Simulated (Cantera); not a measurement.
An isothermal, constant-pressure homogeneous reactor starts with NH3 : N2 : H2 = 1 : 0.27 : 0.022 (molar parts), at 2125 K and 1500 Torr.

Computed with Cantera and the gas-phase N/H chemistry of the illustrative SiF4/NH3 mechanism in the Surface Chemkin manual (1991). Walls and surfaces, which speed up NH3 decomposition in real reactors, are not modelled.

x: mole fraction; the columns are a selection and need not sum to one.

```
t (s)        x NH3     x NH2         x N   x N2     x NH    x H2
--------  --------  --------  ----------  -----  -------  ------
2.00e-6      0.774  0.000232    3.85e-10  0.209  2.62e-7  0.0171
1.03e-5      0.772   0.00112  (withheld)  0.209  7.19e-6  0.0177
5.32e-5      0.764   0.00221  (withheld)  0.210  2.20e-5  0.0240
0.000274     0.720   0.00201  (withheld)  0.217  2.55e-5  0.0603
0.00141      0.546   0.00151  (withheld)  0.246  2.89e-5   0.207
0.00729      0.182  0.000681  (withheld)  0.306  2.18e-5   0.511
0.0376     0.00762   6.31e-5  (withheld)  0.334  4.75e-6   0.656
0.194     0.000467   4.48e-6  (withheld)  0.336  3.94e-7   0.662
1.00       7.69e-5   7.40e-7  (withheld)  0.336  6.51e-8   0.662
```

Question: Fill in the missing entries.

Answer: 
- 1.03e-5, x N: 5.96e-8
- 5.32e-5, x N: 2.94e-7
- 0.000274, x N: 6.50e-7
- 0.00141, x N: 1.40e-6
- 0.00729, x N: 1.83e-6
- 0.0376, x N: 9.36e-7
- 0.194, x N: 9.06e-8
- 1.00, x N: 1.50e-8
